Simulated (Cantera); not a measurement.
An isothermal, constant-pressure homogeneous reactor starts with C2H6 : N2 = 1 : 37 (molar parts), at 1600 K and 0.0133 bar. Integrator tolerance rtol = 1e-08.

Detailed kinetics in Cantera: GRI-Mech 3.0 (53 species, 325 reactions). GRI-Mech 3.0 stops at C3 and has no aromatics, soot or wall deposition, so with more carbon than oxygen in the feed, carbon stays in small species such as C2H2 where larger ones or solid carbon would form. Radical loss at walls, strong at low pressure, is not modelled.

### Question
What does this change do: N2 37 to 82 parts?

### Answer
| quantity | before | after |
|---|---|---|
| x(C2H6) at 8.00 s | 4.06e-8 (gas-phase equilibrium 1.18e-12) | 1.30e-8 (gas-phase equilibrium <1e-12) |
| x(C2H2) at 8.00 s | 0.0245 (gas-phase equilibrium 0.00570) | 0.0116 (gas-phase equilibrium 0.00152) |
| x(CH3) at 8.00 s | 3.28e-5 (gas-phase equilibrium 1.49e-7) | 1.78e-5 (gas-phase equilibrium 3.63e-8) |
| x(C2H4) at 8.00 s | 3.88e-6 (gas-phase equilibrium 4.19e-7) | 1.28e-6 (gas-phase equilibrium 5.27e-8) |
| x(H2) at 8.00 s | 0.0485 (gas-phase equilibrium 0.0499) | 0.0229 (gas-phase equilibrium 0.0235) |

### Question
What does this change do: 1.3 parts H2O added?

### Answer
| quantity | before | after |
|---|---|---|
| x(C2H6) at 8.00 s | 4.06e-8 (gas-phase equilibrium 1.18e-12) | 1.42e-7 (gas-phase equilibrium <1e-12) |
| x(C2H2) at 8.00 s | 0.0245 (gas-phase equilibrium 0.00570) | 0.0206 (gas-phase equilibrium 0.000869) |
| x(CH3) at 8.00 s | 3.28e-5 (gas-phase equilibrium 1.49e-7) | 6.29e-5 (gas-phase equilibrium 1.08e-7) |
| x(C2H4) at 8.00 s | 3.88e-6 (gas-phase equilibrium 4.19e-7) | 8.20e-6 (gas-phase equilibrium 1.19e-7) |
| x(H2) at 8.00 s | 0.0485 (gas-phase equilibrium 0.0499) | 0.0541 (gas-phase equilibrium 0.0926) |
